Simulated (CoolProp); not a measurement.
Model: reference Helmholtz-energy equation of state, Gao 2022, in CoolProp.

### Question
For n-perfluorohexane, give the phase and the speed of sound (m/s) at 450 K and 0.0252 MPa; 450 K and 0.871 MPa.

### Answer
- 450 K and 0.0252 MPa: gas; speed of sound 106
- 450 K and 0.871 MPa: gas; speed of sound 85.4
